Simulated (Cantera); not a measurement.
Input (Python, Cantera) and output of one run.

```python
import numpy as np
import cantera as ct

gas_names = """
    C CH CH2 CH3 CH4 CN C2 C2H C2H2,acetylene C2H2,vinylidene C2H3,vinyl CH3CN C2H4 C2H5 C2H6 CCN CNC
    C2N2 C3 C3H3,propargyl C3H4,allene C3H4,propyne C3H4,cyclo- C3H5,allyl C3H6,propylene C3H6,cyclo-
    C3H7,n-propyl C3H7,i-propyl C3H8 C4 C4H2 C4H4,1,3-cyclo- C4H6,butadiene C4H6,2-butyne C4H6,cyclo-
    C4H8,1-butene C4H8,cis2-buten C4H8,tr2-butene C4H8,isobutene C4H8,cyclo- C4H9,n-butyl C4H9,i-butyl
    C4H9,s-butyl C4H9,t-butyl C4H10,isobutane C4H10,n-butane C4N2 C5 C5H6,1,3cyclo- C5H8,cyclo-
    C5H10,1-pentene C5H10,cyclo- C5H11,pentyl C5H11,t-pentyl C5H12,n-pentane C5H12,i-pentane
    CH3C(CH3)2CH3 C6H2 C6H5,phenyl C6H6 C6H10,cyclo- C6H12,1-hexene C6H12,cyclo- C6H13,n-hexyl
    C7H7,benzyl C7H8 C7H14,1-heptene C7H15,n-heptyl C7H16,n-heptane C8H8,styrene C8H10,ethylbenz
    C8H16,1-octene C8H17,n-octyl C8H18,isooctane C8H18,n-octane C9H19,n-nonyl C10H8,naphthale
    C10H21,n-decyl C12H9,o-bipheny C12H10,bipheny H HCN HCCN HNC H2 N NH NH2 NH3 N2 N2H2 N2H4 Si SiC
    SiC2 SiC4H12 SiH SiH2 SiH3 SiH4 SiN Si2 Si2C Si2N Si3
""".split()
cond_names = """
    C(gr) C6H6(L) C7H8(L) C8H18(L),n-octa Si(cr) Si(L) SiC(b) Si3N4(a)
""".split()


def load(file, names, dense=False):
    # The tables refer to 1 bar. Condensed volumes are neglected.
    table = {s.name: s for s in ct.Species.list_from_file(file)}
    out = []
    for n in names:
        d = dict(table[n].input_data)
        d["thermo"] = dict(d["thermo"], **{"reference-pressure": 1e5})
        if dense:
            d["equation-of-state"] = {"model": "constant-volume", "density": "1e6 g/cm^3"}
        out.append(ct.Species.from_dict(d))
    return out


gas = ct.Solution(thermo="ideal-gas", species=load("nasa_gas.yaml", gas_names))
cond = {s.name: ct.Solution(thermo="fixed-stoichiometry", species=[s], name=s.name)
        for s in load("nasa_condensed.yaml", cond_names, dense=True)}
atoms = {
    'Si3N4': {'Si': 3, 'N': 4},
    'C': {'C': 1},
    'H2': {'H': 2},
}
top_T = {'C(gr)': 4500, 'SiC(b)': 3050, 'Si3N4(a)': 2400}  # K; cautious upper limits of use, not melting points


def equilibrate(T, P, feed):
    n = {}
    for name, mol in feed.items():
        for a, k in atoms[name].items():
            n[a] = n.get(a, 0.0) + k * mol
    gas.TPX = T, P, n
    mass = sum(n.values()) * gas.mean_molecular_weight
    gas.equilibrate("TP")
    valid = [c for c in cond.values() if c.min_temp <= T <= top_T.get(c.name, c.max_temp)]
    mix = ct.Mixture([(gas, mass / gas.mean_molecular_weight)] + [(c, 0.0) for c in valid])
    mix.T, mix.P = T, P
    mix.equilibrate("TP", solver="vcs", rtol=1e-11, max_steps=5000)
    return mix


results = []
feed = {'Si3N4': 1, 'C': 0.061, 'H2': 3.5}  # mol
T = 2448.15  # K
P = 100000  # Pa
mix = equilibrate(T, P, feed)
results.append((T, P, feed, dict(zip(mix.species_names, mix.species_moles))))
x = sorted(zip(gas.X, gas.species_names), reverse=True)
print(f"T = {T:g} K  P = {P:g} Pa  gas = {mix.phase_moles(0):.4g} mol")
print("   x: " + "  ".join(f"{s} {v:.3e}" for v, s in x if v > 1e-05))
print("   condensed (mol): " + ("  ".join(f"{mix.phase(i).name} {mix.phase_moles(i):.4g}"
      for i in range(1, mix.n_phases) if mix.phase_moles(i) > 1e-12) or "none"))
```

Output:

```
T = 2448.15 K  P = 100000 Pa  gas = 5.567 mol
   x: H2 6.163e-01  N2 3.556e-01  H 1.564e-02  HCN 6.143e-03  Si 3.194e-03  SiH 7.181e-04  HNC 6.767e-04  SiH2 5.208e-04  Si2C 3.986e-04  C2H2,acetylene 2.386e-04  SiN 2.078e-04  Si2N 1.909e-04  Si2 7.884e-05  SiC2 3.182e-05  Si3 1.390e-05  CH4 1.313e-05
   condensed (mol): Si(L) 2.949  SiC(b) 0.01763
```

Method: chemical equilibrium by Gibbs-energy minimisation in Cantera with the NASA 1993 tables (ideal gas, pure condensed phases). Mutual solubility and eutectic melting of coexisting phases are not modelled. The tables' values for SiN are old estimates; treat these amounts as uncertain. Gases not in the tables: Si2H6 and higher silanes.
